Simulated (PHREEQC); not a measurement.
Solution (25 °C): 0.12 mol ZnCl2 and 0.22 mol H2SO4 per kg of water. Closed to the air; pH follows from the charge balance.

All values are PHREEQC results (ion-association model, wateq4f.dat), not measurements.

Precipitation was switched off in this run.

Q: Order these S species by the share of S that they hold, largest first: ZnSO4, Zn(SO4)2-2, HSO4-, SO4-2.

A: HSO4- (75 %), SO4-2 (12 %), ZnSO4 (9.8 %), Zn(SO4)2-2 (3.3 %)

Q: Order these Cl species by the share of Cl that they hold, largest first: ZnCl+, ZnCl3-, ZnCl4-2, Cl-, ZnCl2.

A: Cl- (94 %), ZnCl+ (4.9 %), ZnCl2 (0.83 %), ZnCl3- (0.35 %), ZnCl4-2 (0.11 %)

The pH is 0.68 and the ionic strength 0.564 mol/kgw.
